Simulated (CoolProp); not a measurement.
Vapour-liquid equilibrium of ethylene (1) + 1-butene (2) at 0.2 MPa; x and y are mole fractions of (1).

Model: multi-fluid Helmholtz-energy mixture model, Smukala 2000 and Lemmon 2005; pair parameters Bell 2016, in CoolProp.

**Question.** Give the bubble temperature and the first vapour's composition at x = 0.35, 0.575, 0.875. Is there an azeotrope?

**Answer.** x = 0.35: 205.5 K, y = 0.985; x = 0.575: 193.5 K, y = 0.996; x = 0.875: 184.6 K, y = 0.999. No azeotrope shows between x = 0.05 and 0.95.

The pair parameters rest on a limited set of measurements; away from them the model extrapolates. The gap from Raoult's law changes sign with composition, which may be real or a fault of the pair parameters; it wasn't checked against measurements.
